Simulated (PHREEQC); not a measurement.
Solution A (5.5 mmol/kgw H3PO4 and 0.44 mmol/kgw K2HPO4) is mixed with solution B (0.0064 mol/kgw KF) at 35 °C; shares are by mass of water, 1 kg in all. O2 is buffered at 0.21 atm. No CO2 enters from the air. No solid was allowed to form.

The numbers come from PHREEQC with the ion-association model, wateq4f.dat.

Task: Predict pH, F- (mol/kgw), H2PO4- (mol/kgw), H3PO4 (mol/kgw) at share of solution B = 0.2, 0.35, 0.5, 0.9.

Result: 
```csv
share of solution B,pH,F- (mol/kgw),H2PO4- (mol/kgw),H3PO4 (mol/kgw)
0.2,2.73,0.000306,0.00368,0.00107
0.35,2.94,0.000758,0.00328,0.000583
0.5,3.21,0.00157,0.00271,0.000255
0.9,4.30,0.00530,0.000589,4.48e-6
```

H3PO4, which wateq4f.dat lacks, is added to it with the constant of phreeqc.dat.
